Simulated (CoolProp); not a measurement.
A Linde-Hampson liquefier for carbon monoxide: isothermal reversible compression at 300 K from 1 atm to 10 MPa, throttling to 1 atm, return gas leaving the recuperator 0 K below the feed. Each further row changes one setting.

The numbers come from the reference Helmholtz-energy equation of state, Lemmon 2006 in CoolProp. It is a short technical equation, of lower accuracy than the large ones.

| case | liquid yield per pass | compression work (kJ/kg of gas) |
|---|---|---|
| as stated | … | 407 |
| high pressure 20 MPa | … | … |
| warm-end temperature 330 K | … | … |
| warm-end gap 5 K | … | 407 |

Task: Complete the blanks.

Result: 
- as stated, liquid yield per pass: 0.051
- high pressure 20 MPa, liquid yield per pass: 0.085
- high pressure 20 MPa, compression work (kJ/kg of gas): 470
- warm-end temperature 330 K, liquid yield per pass: 0.038
- warm-end temperature 330 K, compression work (kJ/kg of gas): 450
- warm-end gap 5 K, liquid yield per pass: 0.040
